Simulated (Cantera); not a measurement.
A closed system holds: 1 mol SiC, 0.01 mol C, 0.014 mol H2, equilibrated at 2.60 mbar.

Equilibrium computed with Cantera from the NASA thermochemical tables; the gas is ideal and each condensed phase is pure. Candidate condensed phases: C, C6H6, C7H8, C8H18, Si, SiC; 87 gas species. Rates play no part.

Question: At 1950 K, list the 6 most abundant gas species with their mole fractions, and the condensed phases.

Answer: H2 0.977, H 0.0222, C2H2 (acetylene) 0.000534, Si 0.000415, SiH 1.60e-5, SiC2 1.35e-5. Condensed: C(graphite) + SiC(s).
